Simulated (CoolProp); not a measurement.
A single-stage vapour-compression cycle with R143a: evaporating at 200.15 K (dew point), condensing at 221.15 K (bubble point), superheat 5 K, subcooling 2 K, compressor efficiency 0.8, no pressure losses. Each further row changes one setting.

Computed with CoolProp (reference Helmholtz-energy equation of state, Lemmon and Jacobsen 2000).

| case | cooling COP | pressure ratio | discharge temperature (K) | refrigerating effect (kJ/kg) | volumetric capacity (kJ/m³) |
|---|---|---|---|---|---|
| as stated | [?] | 3.23 | 247.1 | 223 | 278 |
| evaporating temperature 205.15 K | 9.70 | [?] | [?] | 226 | 375 |
| condensing temperature 216.15 K | 9.45 | 2.51 | 237.8 | 229 | 286 |
| subcooling 7 K | 7.28 | 3.23 | 247.1 | 229 | 286 |
| superheat 15 K | 6.97 | 3.23 | 257.8 | 230 | 273 |
| compressor efficiency 0.7 | 6.19 | 3.23 | 252.4 | 223 | 278 |

Question: What belongs in the gaps?

Answer: 
- as stated, cooling COP: 7.07
- evaporating temperature 205.15 K, pressure ratio: 2.38
- evaporating temperature 205.15 K, discharge temperature (K): 241.4
